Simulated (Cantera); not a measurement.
An isothermal, constant-pressure homogeneous reactor starts with C2H6 : N2 = 1 : 190 (molar parts), at 1773 K and 0.0987 atm.

Model: GRI-Mech 3.0 (53 species, 325 reactions), integrated in Cantera. GRI-Mech 3.0 stops at C3 and has no aromatics, soot or wall deposition, so with more carbon than oxygen in the feed, carbon stays in small species such as C2H2 where larger ones or solid carbon would form.

x: mole fraction; the columns are a selection and need not sum to one.

```tsv
t (s)	x C2H6	x H2	x CH3	x C2H	x H	x C2H2	x CH2
7.00e-5	0.00328	0.000241	0.00304	(withheld)	0.000190	4.45e-6	1.19e-5
0.000229	0.000524	0.00309	0.00318	(withheld)	0.000689	0.000740	3.31e-5
0.000749	7.49e-6	0.00763	0.000675	(withheld)	0.000512	0.00360	1.41e-5
0.00245	7.19e-7	0.00928	0.000207	(withheld)	0.000259	0.00472	4.01e-6
0.00801	1.54e-7	0.00973	9.01e-5	(withheld)	0.000153	0.00494	1.27e-6
0.0262	3.88e-8	0.00994	4.33e-5	(withheld)	0.000100	0.00501	4.36e-7
0.0857	1.12e-8	0.0101	2.29e-5	3.12e-7	7.98e-5	0.00506	1.89e-7
0.280	2.73e-9	0.0102	1.13e-5	3.12e-7	8.03e-5	0.00510	9.49e-8
0.917	2.94e-10	0.0103	3.73e-6	3.32e-7	8.56e-5	0.00512	3.36e-8
3.00	1.02e-11	0.0103	6.95e-7	3.47e-7	8.97e-5	0.00512	6.60e-9
```

Question: Some entries are withheld; supply them.

Answer: 
- 7.00e-5, x C2H: 1.44e-9
- 0.000229, x C2H: 1.23e-6
- 0.000749, x C2H: 1.91e-6
- 0.00245, x C2H: 1.03e-6
- 0.00801, x C2H: 6.04e-7
- 0.0262, x C2H: 3.94e-7
